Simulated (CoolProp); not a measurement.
Properties of the fluoroketone C6F12O (FK-5-1-12) along the isotherm 500 K (Tc = 441.8 K, pc = 1869 kPa, ω = 0.471).

Values from CoolProp's reference Helmholtz-energy equation of state, McLinden 2015.

| p (kPa) | phase | cp (kJ/(kg K)) | expansivity (1/kK) | fugacity coefficient |
|---|---|---|---|---|
| 29.6 | gas | 1.065 | 2.027 | 0.9965 |
| 60.7 | gas | 1.066 | 2.055 | 0.9929 |
| 125 | gas | 1.068 | 2.116 | 0.9853 |
| 256 | gas | 1.072 | 2.247 | 0.9702 |
| 526 | gas | 1.081 | 2.552 | 0.9395 |
| 1080 | gas | 1.107 | 3.380 | 0.8786 |
| 2220 | supercritical | 1.210 | 6.656 | 0.7606 |
| 4550 | supercritical | 1.433 | 10.20 | 0.5637 |
| 9350 | supercritical | 1.275 | 3.660 | 0.4141 |
